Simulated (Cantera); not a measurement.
Feed: 1 mol trisilylamine, 2 mol N₂, 0.64 mol H₂, a varied amount of NH₃, at 53.0 Pa.

Equilibrium computed with Cantera from the NASA thermochemical tables; the gas is ideal and each condensed phase is pure. Candidate condensed phases: Si, Si₃N₄; 18 gas species. The feed counts by its element totals alone. Mutual solubility and eutectic melting of coexisting phases are not modelled. Rates play no part.

Problem. What condenses at these points (T in °C, n(NH₃) in mol): (1152, 0.77); (1752, 28); (1252, 0.77); (1652, 4.6); (1652, 15); (1152, 1.4); (1052, 4.6)?

Solution. 
```json
[
 {"T (°C)": "1152", "n(NH₃) in mol": "0.77", "condensed phases": "Si₃N₄", "Si condensed (%)": "100.0"},
 {"T (°C)": "1752", "n(NH₃) in mol": "28", "condensed phases": "gas only", "Si condensed (%)": "0.0"},
 {"T (°C)": "1252", "n(NH₃) in mol": "0.77", "condensed phases": "Si + Si₃N₄", "Si condensed (%)": "100.0"},
 {"T (°C)": "1652", "n(NH₃) in mol": "4.6", "condensed phases": "Si", "Si condensed (%)": "79.5"},
 {"T (°C)": "1652", "n(NH₃) in mol": "15", "condensed phases": "Si", "Si condensed (%)": "54.3"},
 {"T (°C)": "1152", "n(NH₃) in mol": "1.4", "condensed phases": "Si₃N₄", "Si condensed (%)": "100.0"},
 {"T (°C)": "1052", "n(NH₃) in mol": "4.6", "condensed phases": "Si₃N₄", "Si condensed (%)": "100.0"}
]
```
